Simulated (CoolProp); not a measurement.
A single-stage vapour-compression cycle with dimethyl ether: evaporating at 229.15 K (dew point), condensing at 298.15 K (bubble point), superheat 2 K, subcooling 8 K, compressor efficiency 0.9, no pressure losses. Each further row changes one setting.

Computed with CoolProp (reference Helmholtz-energy equation of state, Wu 2011).

```
case                              cooling COP  pressure ratio  discharge temperature (K)  refrigerating effect (kJ/kg)  volumetric capacity (kJ/m³)
--------------------------------  -----------  --------------  -------------------------  ----------------------------  ---------------------------
as stated                                   …            14.6                      342.4                           350                          346
evaporating temperature 234.15 K         2.72            11.3                      337.4                             …                            …
condensing temperature 293.15 K          2.67            12.6                      335.7                           362                          358
subcooling 13 K                          2.50            14.6                      342.4                           362                          358
superheat 12 K                              …            14.6                      353.8                           363                            …
compressor efficiency 0.8                2.15            14.6                          …                           350                          346
```

Task: Some entries are withheld; supply them.

Result: 
- as stated, cooling COP: 2.42
- evaporating temperature 234.15 K, refrigerating effect (kJ/kg): 355
- evaporating temperature 234.15 K, volumetric capacity (kJ/m³): 446
- superheat 12 K, cooling COP: 2.40
- superheat 12 K, volumetric capacity (kJ/m³): 343
- compressor efficiency 0.8, discharge temperature (K): 353.1
